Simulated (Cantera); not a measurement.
A closed system holds: 1 mol BN, 0.66 mol N2, equilibrated at 5.50 mbar.

Equilibrium computed with Cantera from the NASA thermochemical tables; the gas is ideal and each condensed phase is pure. Candidate condensed phases: B, BN; 5 gas species. Equilibrium is a limit: real reactors are often held back by kinetics, nucleation or transport.

Which condensed phases are stable at each of these points (T (K)): 1873, 1948, 2023, 2098, 2173, 2248, 2323, 2398, 2473, 2548, 2623, 2698, 2773, 2848?


```csv
T (K),condensed phases,B condensed (%)
1873,BN(s),100.0
1948,BN(s),100.0
2023,BN(s),100.0
2098,BN(s),100.0
2173,BN(s),100.0
2248,BN(s),100.0
2323,B(s),99.7
2398,B(l),99.3
2473,B(l),98.5
2548,B(l),97.0
2623,B(l),94.0
2698,B(l),88.1
2773,B(l),76.5
2848,B(l),51.2
```

From 1873 K to 2248 K the condensed part is BN(s). At 2323 K the condensed part is B(s). From 2398 K to 2848 K the condensed part is B(l).
